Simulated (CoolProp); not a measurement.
A Linde-Hampson liquefier for methane: isothermal reversible compression at 250 K from 1 atm to 30 MPa, throttling to 1 atm, return gas leaving the recuperator 0 K below the feed. Each further row changes one setting.

Values from CoolProp's reference Helmholtz-energy equation of state, Setzmann 1991.

| case | liquid yield per pass | compression work (kJ/kg of gas) |
|---|---|---|
| as stated | … | 653 |
| high pressure 60 MPa | … | … |
| warm-end temperature 280 K | … | … |
| warm-end gap 5 K | 0.344 | 653 |

Some entries are withheld; supply them.


- as stated, liquid yield per pass: 0.353
- high pressure 60 MPa, liquid yield per pass: 0.338
- high pressure 60 MPa, compression work (kJ/kg of gas): 751
- warm-end temperature 280 K, liquid yield per pass: 0.277
- warm-end temperature 280 K, compression work (kJ/kg of gas): 763
